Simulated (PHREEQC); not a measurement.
2.2 g of hydrous ferric oxide (600 m²/g; 0.2 weak and 0.005 strong sites per Fe, Dzombak-Morel constants, diffuse double layer) in 1 kg of water with 0.001 mol/kgw of an inert sodium salt and 0.044 mmol/kgw NaH2PO4 and 14 mmol/kgw Na2SO4, at 25 °C; the pH is set by adding NaOH or the inert anion's acid. O2 is buffered at 0.21 atm. CO2 from the air is kept out. Nothing may precipitate in this run.

Base run: PHREEQC, ion-association model, wateq4f.dat. Each further column changes one thing. The table gives P sorbed (%).

```
pH     base  no electrostatic term (-no_edl)  background salt from 0.001 to 0.0001 mol/kgw  oxide from 2.2 to 11 g/kgw
----  -----  -------------------------------  --------------------------------------------  --------------------------
4      99.8                             99.1                                          99.8                       100.0
4.5    99.8                             99.1                                          99.8                       100.0
5      99.9                       (withheld)                                          99.9                       100.0
6     100.0                       (withheld)                                         100.0                       100.0
6.5   100.0                             99.7                                         100.0                       100.0
7     100.0                             99.8                                         100.0                       100.0
7.5    99.9                             99.8                                          99.9                       100.0
8.5    99.0                             99.8                                          99.0                        99.8
9      93.3                             99.6                                          93.3                        98.7
9.5    67.9                             99.1                                          67.9                  (withheld)
10     26.3                       (withheld)                                    (withheld)                  (withheld)
11      1.2                             80.4                                           1.2                         6.0
11.5    0.2                             51.3                                           0.2                         1.2
12      0.0                       (withheld)                                           0.0                         0.2
```

Fill in the missing entries.


- 5, no electrostatic term (-no_edl): 99.2
- 6, no electrostatic term (-no_edl): 99.5
- 9.5, oxide from 2.2 to 11 g/kgw: 91.7
- 10, no electrostatic term (-no_edl): 97.7
- 10, background salt from 0.001 to 0.0001 mol/kgw: 26.2
- 10, oxide from 2.2 to 11 g/kgw: 64.4
- 12, no electrostatic term (-no_edl): 16.5

H3PO4, which wateq4f.dat lacks, is added to it with the constant of phreeqc.dat.
